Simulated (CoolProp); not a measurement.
Vapour pressure (bar) of nitrogen: the reference equation beside estimates from Tc = 126.2 K, pc = 33.96 bar, ω = 0.037.

Computed with CoolProp (reference Helmholtz-energy equation of state, Span 2000).

```
T (K)  reference  Lee-Kesler  Redlich-Kwong  Soave-Redlich-Kwong  Peng-Robinson
-----  ---------  ----------  -------------  -------------------  -------------
70.4      0.4086      0.4049         0.3101               0.4000         0.4183
73.3      0.6105      0.6058         0.4906               0.6001         0.6215
76.2      0.8823      0.8771         0.7433               0.8706         0.8943
79         1.225       1.220          1.071                1.213          1.237
81.9       1.677       1.673          1.515                1.666          1.690
84.8       2.245       2.242          2.083                2.237          2.257
87.7       2.944       2.944          2.793                2.942          2.957
90.6       3.793       3.795          3.664                3.800          3.806
93.4       4.771       4.775          4.673                4.791          4.784
96.3       5.964       5.969          5.912                6.002          5.980
99.2       7.360       7.363          7.363                7.420          7.381
102.1      8.976       8.976          9.045                9.065          9.006
```

Absolute difference from the reference over all 12 rows, mean and median: Lee-Kesler 0.3 and 0.1 %, Redlich-Kwong 8.4 and 6.2 %, Soave-Redlich-Kwong 0.9 and 0.7 %, Peng-Robinson 0.8 and 0.5 %.
